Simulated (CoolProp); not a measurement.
A single-stage vapour-compression cycle with n-butane: evaporating at 260.15 K (dew point), condensing at 281.15 K (bubble point), superheat 8 K, subcooling 0 K, compressor efficiency 0.65, no pressure losses. Each further row changes one setting.

Computed with CoolProp (reference Helmholtz-energy equation of state, Bücker 2006).

```tsv
case	cooling COP	pressure ratio	discharge temperature (K)	refrigerating effect (kJ/kg)	volumetric capacity (kJ/m³)
as stated	7.50	2.25	299.2	361	593
evaporating temperature 265.15 K	10.2	1.83	296.4	368	733
condensing temperature 276.15 K	10.0	1.88	292.3	373	612
subcooling 5 K	7.74	2.25	299.2	373	612
superheat 18 K	7.53	2.25	309.4	377	595
compressor efficiency 0.55	6.35	2.25	304.1	361	593
```
